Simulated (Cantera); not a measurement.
Charge: 1 mol SiHCl3, 79 mol N2, 5 mol NH3.

Method: chemical equilibrium by Gibbs-energy minimisation in Cantera with the NASA 1993 tables (ideal gas, pure condensed phases). Candidate condensed phases: NH4Cl, Si, Si3N4; 28 gas species. The tables' values for SiCl3 are old estimates. Kinetics and transport are ignored.

Q: What condenses at these points (T in K, P in Pa): (1975, 5); (1725, 1400); (1875, 5900); (1575, 21); (1525, 21); (1775, 24000)?

A: 
```tsv
T (K)	P in Pa	condensed phases	Si condensed (%)
1975	5	gas only	0.0
1725	1400	Si3N4	42.7
1875	5900	Si3N4	30.0
1575	21	Si	14.1
1525	21	Si3N4	31.7
1775	24000	Si3N4	73.4
```
